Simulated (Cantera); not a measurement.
What does this Cantera script print?

```python
import numpy as np
import cantera as ct

gas_names = """
    AL ALH ALO ALOH ALO2 ALO2H AL2 AL2O AL2O2 H HALO HO2 H2 H2O H2O2 O OH O2 O3
""".split()
cond_names = """
    AL(cr) AL(L) AL2O3(a) AL2O3(L) H2O(s) H2O(L)
""".split()


# ... load() reads the species with a 1 bar reference pressure and builds the phases ...
atoms = {
    'Al2O3': {'AL': 2, 'O': 3},
    'H2': {'H': 2},
}
top_T = {}  # K; cautious upper limits of use, not melting points


# ... equilibrate(T, P, feed) seeds the gas with the atoms and calls Mixture.equilibrate('TP', solver="vcs", rtol=1e-11, max_steps=5000) ...
results = []
feed = {'Al2O3': 1, 'H2': 75}  # mol
T = 2425  # K
P = 420  # Pa
mix = equilibrate(T, P, feed)
results.append((T, P, feed, dict(zip(mix.species_names, mix.species_moles))))
print(gas.report(threshold=1e-06))
for i in range(1, mix.n_phases):
    print(f"{mix.phase(i).name:16s} {mix.phase_moles(i):12.5e} mol")
```

Output:

```
       temperature   2425 K
          pressure   420 Pa
           density   5.1304e-05 kg/m^3
  mean mol. weight   2.4629 kg/kmol
   phase of matter   gas

                          1 kg             1 kmol
                     ---------------   ---------------
          enthalpy        4.5762e+07        1.1271e+08  J
   internal energy        3.7576e+07        9.2544e+07  J
           entropy             97375        2.3982e+05  J/K
    Gibbs function       -1.9037e+08       -4.6887e+08  J
 heat capacity c_p             13115             32300  J/K
 heat capacity c_v            9738.9             23986  J/K

                      mass frac. Y      mole frac. X     chem. pot. / RT
                     ---------------   ---------------   ---------------
                AL          0.087667         0.0080023           -16.814
               ALH        0.00065459        5.7599e-05           -29.761
               ALO          0.012335        0.00070685           -40.883
              ALOH           0.01573        0.00088073           -53.829
             ALO2H         0.0017931        7.3618e-05           -77.898
              AL2O          0.059381         0.0020904           -57.697
             AL2O2        0.00032289        9.2511e-06           -81.766
                 H          0.096867           0.23668           -12.946
                H2            0.6012           0.73447           -25.893
               H2O           0.11598          0.015856           -49.962
                 O         0.0013517        0.00020808           -24.069
                OH         0.0066892        0.00096871           -37.015
                O2        2.4106e-05        1.8554e-06           -48.138
     [   +6 minor]        2.5892e-06        1.1943e-07

AL(L)             0.00000e+00 mol
AL2O3(L)          3.99738e-01 mol
```

Cantera equilibrium calculation (NASA polynomials, part measured and part estimated; ideal gas, pure solids and liquids). The tables' values for AlOH are old estimates; treat these amounts as uncertain.
